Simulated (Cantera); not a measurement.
A closed system holds: 1 mol BF3, 140 mol H2, at 0.113 Torr.

Cantera equilibrium calculation (NASA polynomials, part measured and part estimated; ideal gas, pure solids and liquids). Candidate condensed phases: B; 20 gas species. The numbers say what is thermodynamically allowed, not how fast it happens. All values below are at 998 K.

Base state: H2 0.993, BF3 0.00690, HF 0.000193, BHF2 0.000190 (mole fractions); condensed: gas only.

What changes in the equilibrium state with this change: BF3 replaced by B2O3?


| species | before | after |
|---|---|---|
| H2 | 0.993 | 1.000 |
| BF3 | 0.00690 | 0 |
| HF | 0.000193 | 0 |
| BHF2 | 0.000190 | 0 |
| B2O3(l), mol | 0 | 0.999 |
Further candidate phases: B2O3, B3O3H3, H2O.
